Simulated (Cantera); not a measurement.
A perfectly stirred reactor is fed with CH3OH : O2 : N2 = 1 : 0.938 : 9.38 (molar parts), at 1.01 bar; it is adiabatic with a 800 K inlet, and is followed from long to short residence time, starting on the burning branch (τ in s: 0.18, 0.058, 0.019, 0.006, 0.0019, 0.00062, 0.0002, 6.4e-05, 2.1e-05, 6.6e-06).

Model: GRI-Mech 3.0 (53 species, 325 reactions), integrated in Cantera. GRI-Mech 3.0 was tuned for natural gas; its chemistry of methanol as a main component is partial and can be far from experiment.

x: mole fraction; the columns are a selection and need not sum to one.

```json
[
 {"τ (s)": "0.18", "T (K)": "1643", "x CH3OH": "1.93e-6", "x O2": "5.19e-5", "x NO": "(withheld)", "x CH2": "3.95e-8", "x O": "2.94e-6"},
 {"τ (s)": "0.058", "T (K)": "1639", "x CH3OH": "4.06e-6", "x O2": "0.000110", "x NO": "(withheld)", "x CH2": "1.20e-7", "x O": "6.82e-6"},
 {"τ (s)": "0.019", "T (K)": "1633", "x CH3OH": "9.14e-6", "x O2": "0.000244", "x NO": "(withheld)", "x CH2": "3.35e-7", "x O": "1.41e-5"},
 {"τ (s)": "0.0060", "T (K)": "1623", "x CH3OH": "2.35e-5", "x O2": "0.000609", "x NO": "(withheld)", "x CH2": "9.00e-7", "x O": "2.78e-5"},
 {"τ (s)": "0.0019", "T (K)": "1605", "x CH3OH": "6.85e-5", "x O2": "0.00169", "x NO": "(withheld)", "x CH2": "2.20e-6", "x O": "5.58e-5"},
 {"τ (s)": "0.00062", "T (K)": "1544", "x CH3OH": "0.000290", "x O2": "0.00614", "x NO": "(withheld)", "x CH2": "4.07e-6", "x O": "0.000104"},
 {"τ (s)": "0.00020", "T (K)": "800", "x CH3OH": "0.0884", "x O2": "0.0829", "x NO": "<1e-12", "x CH2": "<1e-12", "x O": "<1e-12"},
 {"τ (s)": "6.4e-5", "T (K)": "800", "x CH3OH": "0.0884", "x O2": "0.0829", "x NO": "<1e-12", "x CH2": "<1e-12", "x O": "<1e-12"},
 {"τ (s)": "2.1e-5", "T (K)": "800", "x CH3OH": "0.0884", "x O2": "0.0829", "x NO": "<1e-12", "x CH2": "<1e-12", "x O": "<1e-12"},
 {"τ (s)": "6.6e-6", "T (K)": "800", "x CH3OH": "0.0884", "x O2": "0.0829", "x NO": "<1e-12", "x CH2": "<1e-12", "x O": "<1e-12"}
]
```

Question: Fill in the missing entries.

Answer: 
- 0.18, x NO: 1.53e-5
- 0.058, x NO: 2.16e-5
- 0.019, x NO: 2.41e-5
- 0.0060, x NO: 2.19e-5
- 0.0019, x NO: 1.59e-5
- 0.00062, x NO: 5.51e-6
